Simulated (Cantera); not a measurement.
Input: 1 mol Ti, 1 mol CO, equilibrated at 1225 °C and 1.33 mbar.

Cantera equilibrium calculation (NASA polynomials, part measured and part estimated; ideal gas, pure solids and liquids). Candidate condensed phases: C, Ti, TiC, TiO, TiO2, Ti2O3, Ti3O5, Ti4O7; 15 gas species. Mutual solubility and eutectic melting of coexisting phases are not modelled. TiC: taken at fixed stoichiometry. The numbers say what is thermodynamically allowed, not how fast it happens.

### Question
What is the equilibrium state?

### Answer
```json
{
  "x(CO)": "1.000",
  "x(CO2)": "2.11e-5",
  "n(TiC(s))": "0.600 mol",
  "n(Ti2O3(s))": "0.200 mol",
  "gas_amount": "0.4000 mol",
  "log10 activity of Ti3O5(s) (absent)": "-0.40",
  "log10 activity of Ti4O7(s) (absent)": "-1.16",
  "log10 activity of C(graphite) (absent)": "-1.37"
}
```
